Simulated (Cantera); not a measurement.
Feed: 1 mol C2H2, 0.81 mol H2O, 1.4 mol N2, at 950 °C and 6.90 bar.

Cantera equilibrium calculation (NASA polynomials, part measured and part estimated; ideal gas, pure solids and liquids). Candidate condensed phases: C, C6H6, C7H8, C8H18, H2O; 136 gas species. Kinetics and transport are ignored.

Base state: H2 0.420, N2 0.359, CO 0.190, CH4 0.0162, H2O 0.0111, CO2 0.00342, NH3 0.000194, HCN 3.72e-5 (mole fractions); condensed: C(graphite).

Q: What changes in the equilibrium state with this change: N2 from 1.4 to 21 mol?

A: 
```
species             before     after
----------------  --------  --------
N2                   0.359     0.890
H2                   0.420    0.0753
CO                   0.190    0.0338
H2O                 0.0111  0.000352
CH4                 0.0162  0.000521
CO2                0.00342  0.000108
NH3               0.000194   2.31e-5
HCN                3.72e-5   2.48e-5
C(graphite), mol      1.18      1.19
```

Q: What changes in the equilibrium state with this change: pressure from 6.90 bar to 93.0 bar?

A: 
```tsv
species	before	after
N2	0.359	0.411
H2	0.420	0.276
CO	0.190	0.129
CH4	0.0162	0.0942
CO2	0.00342	0.0214
H2O	0.0111	0.0666
C2H6	5.56e-7	2.85e-5
NH3	0.000194	0.00149
HCN	3.72e-5	3.22e-5
C(graphite), mol	1.18	1.17
```
The ideal-gas law is rough above about 30 bar.

Q: What changes in the equilibrium state with this change: C2H2 replaced by C?

A: 
```csv
species,before,after
N2,0.359,0.473
H2,0.420,0.253
CO,0.190,0.253
CH4,0.0162,0.00588
H2O,0.0111,0.00887
NH3,0.000194,0.000104
CO2,0.00342,0.00607
"C(graphite), mol",1.18,0.217
```
